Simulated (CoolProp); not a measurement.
200 sccm (0 °C, 1 atm) of nitrogen bubbles through liquid dimethyl carbonate at 304.8 K and leaves saturated at a total pressure of 0.15 MPa (ideal gas phase). Each further row changes one setting.

Model: reference Helmholtz-energy equation of state, Zhou 2011, in CoolProp.

```tsv
case	vapour pressure (kPa)	mole fraction of vapour	delivery (mg/min)	delivery (sccm)	change of delivery for a bath 1 K warmer (%)
as stated	10.1	0.0675	?	14.5	?
bath temperature 309.8 K	?	0.0857	?	?	5.2
total pressure 0.3 MPa	10.1	?	?	6.99	?
```

### Question
What belongs in the gaps?

### Answer

- as stated, delivery (mg/min): 58.2
- as stated, change of delivery for a bath 1 K warmer (%): 5.3
- bath temperature 309.8 K, vapour pressure (kPa): 12.9
- bath temperature 309.8 K, delivery (mg/min): 75.3
- bath temperature 309.8 K, delivery (sccm): 18.7
- total pressure 0.3 MPa, mole fraction of vapour: 0.0338
- total pressure 0.3 MPa, delivery (mg/min): 28.1
- total pressure 0.3 MPa, change of delivery for a bath 1 K warmer (%): 5.1
